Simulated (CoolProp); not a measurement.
Vapour pressure (MPa) of propylene glycol: the reference equation beside estimates from Tc = 674.0 K, pc = 7.292 MPa, ω = 0.327. Clausius-Clapeyron is anchored at 458.9 K with a constant enthalpy of vaporisation of 53.42 kJ/mol.

Values from CoolProp's reference Helmholtz-energy equation of state, Eisenbach 2021.

```json
[
 {"T (K)": "441.1", "reference": "0.05265", "Lee-Kesler": "0.1631", "Clausius-Clapeyron": "0.05359", "van der Waals": "[?]", "Redlich-Kwong": "0.3517", "Peng-Robinson": "0.1647"},
 {"T (K)": "450", "reference": "0.07096", "Lee-Kesler": "0.2050", "Clausius-Clapeyron": "0.07148", "van der Waals": "1.143", "Redlich-Kwong": "0.4221", "Peng-Robinson": "0.2061"},
 {"T (K)": "458.9", "reference": "0.09429", "Lee-Kesler": "0.2549", "Clausius-Clapeyron": "0.09429", "van der Waals": "1.267", "Redlich-Kwong": "0.5023", "Peng-Robinson": "0.2553"},
 {"T (K)": "467.8", "reference": "0.1236", "Lee-Kesler": "0.3139", "Clausius-Clapeyron": "0.1231", "van der Waals": "1.399", "Redlich-Kwong": "0.5931", "Peng-Robinson": "0.3133"},
 {"T (K)": "476.7", "reference": "0.1601", "Lee-Kesler": "0.3829", "Clausius-Clapeyron": "0.1590", "van der Waals": "1.540", "Redlich-Kwong": "0.6953", "Peng-Robinson": "0.3813"},
 {"T (K)": "485.6", "reference": "0.2050", "Lee-Kesler": "0.4631", "Clausius-Clapeyron": "0.2036", "van der Waals": "1.691", "Redlich-Kwong": "0.8095", "Peng-Robinson": "0.4602"},
 {"T (K)": "494.6", "reference": "0.2604", "Lee-Kesler": "0.5566", "Clausius-Clapeyron": "0.2590", "van der Waals": "1.852", "Redlich-Kwong": "0.9379", "Peng-Robinson": "0.5523"},
 {"T (K)": "503.5", "reference": "0.3265", "Lee-Kesler": "[?]", "Clausius-Clapeyron": "0.3259", "van der Waals": "2.020", "Redlich-Kwong": "1.079", "Peng-Robinson": "0.6569"},
 {"T (K)": "512.4", "reference": "0.4057", "Lee-Kesler": "0.7833", "Clausius-Clapeyron": "0.4068", "van der Waals": "2.199", "Redlich-Kwong": "1.234", "Peng-Robinson": "0.7761"},
 {"T (K)": "521.3", "reference": "0.4996", "Lee-Kesler": "0.9197", "Clausius-Clapeyron": "0.5039", "van der Waals": "2.387", "Redlich-Kwong": "1.403", "Peng-Robinson": "0.9113"},
 {"T (K)": "530.2", "reference": "0.6102", "Lee-Kesler": "1.073", "Clausius-Clapeyron": "0.6197", "van der Waals": "2.585", "Redlich-Kwong": "1.589", "Peng-Robinson": "[?]"},
 {"T (K)": "539.1", "reference": "0.7397", "Lee-Kesler": "1.245", "Clausius-Clapeyron": "0.7570", "van der Waals": "2.793", "Redlich-Kwong": "1.791", "Peng-Robinson": "1.235"},
 {"T (K)": "548", "reference": "0.8903", "Lee-Kesler": "1.437", "Clausius-Clapeyron": "0.9186", "van der Waals": "3.011", "Redlich-Kwong": "2.010", "Peng-Robinson": "1.426"}
]
```

Q: Fill in the missing entries.

A: 
- 441.1, van der Waals: 1.028
- 503.5, Lee-Kesler: 0.6626
- 530.2, Peng-Robinson: 1.064

Absolute difference from the reference over all 13 rows, mean and median: Lee-Kesler 122.1 and 113.7 %, Clausius-Clapeyron 1.0 and 0.7 %, van der Waals 770.4 and 611.2 %, Redlich-Kwong 293.0 and 260.2 %, Peng-Robinson 121.4 and 112.1 %.
